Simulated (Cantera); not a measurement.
## Equilibrium for chlorosilane synthesis and conversion: Si + Cl2 + H2

A closed system holds: 1 mol Si, 0.58 mol Cl2, a varied amount of H2, held at 800 °C and 1.00 bar.

These are equilibrium values from Cantera (NASA tables, ideal gas, pure condensed phases), not measurements of a reactor. Candidate condensed phases: Si; 19 gas species. The tables' values for SiCl3 are old estimates; treat these amounts as uncertain. The numbers say what is thermodynamically allowed, not how fast it happens.

```tsv
n(H2) (mol)	x H2	x SiCl4	x SiHCl3	x HCl	x SiCl3	x SiH2Cl2	n Si(s)
0.31	0.459	0.399	0.109	0.0206	0.00671	0.00347	0.694
0.61	0.630	0.249	0.0896	0.0215	0.00471	0.00376	0.692
0.9	0.715	0.180	0.0749	0.0211	0.00370	0.00363	0.690
1.2	0.769	0.139	0.0640	0.0205	0.00305	0.00343	0.690
1.5	0.805	0.113	0.0558	0.0199	0.00260	0.00323	0.689
1.8	0.831	0.0942	0.0496	0.0193	0.00227	0.00305	0.689
2.1	0.850	0.0806	0.0447	0.0188	0.00202	0.00289	0.689
2.4	0.865	0.0703	0.0406	0.0183	0.00182	0.00275	0.689
2.7	0.878	0.0621	0.0373	0.0179	0.00166	0.00262	0.689
3	0.888	0.0556	0.0345	0.0175	0.00153	0.00250	0.690
3.3	0.896	0.0502	0.0321	0.0172	0.00142	0.00240	0.690
3.6	0.903	0.0456	0.0300	0.0168	0.00132	0.00231	0.690
3.8	0.907	0.0430	0.0288	0.0166	0.00126	0.00225	0.690
```
x: gas mole fraction; n: condensed amount in mol.

From 0.31 mol H2 to 3.8 mol H2 the condensed part is Si(s). The main Si-bearing gas is SiCl4 throughout.
